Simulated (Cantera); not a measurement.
Charge: 1 mol CaO, 2 mol HF, 0.55 mol O2, held at 1575 K and 15.0 mbar.

These are equilibrium values from Cantera (NASA tables, ideal gas, pure condensed phases), not measurements of a reactor. Candidate condensed phases: Ca, CaF2, CaO, Ca(OH)2, H2O; 29 gas species. Mutual solubility and eutectic melting of coexisting phases are not modelled. Kinetics and transport are ignored.

Base state: H2O 0.521, O2 0.328, HF 0.149, OH 0.00106, CaF2 0.000658, O 5.00e-5, H2 3.66e-5 (mole fractions); condensed: CaF2(s) + CaO(s).

Question: What changes in the equilibrium state with this change: CaO replaced by SiO2?

Answer: 
```tsv
species	before	after
HF	0.149	0.683
O2	0.328	0.222
H2O	0.521	0.0629
SiF4	0	0.0315
CaF2	0.000658	0
H2	3.66e-5	5.36e-6
OH	0.00106	0.000335
O	5.00e-5	4.12e-5
CaF2(s), mol	0.874	0
CaO(s), mol	0.125	0
SiO2(β-quartz), mol	0	0.922
```
The tables hold silica as quartz up to 1696 K and as liquid above; real silica turns to tridymite and cristobalite and melts near 1996 K. Further candidate phases: Si, SiO2.
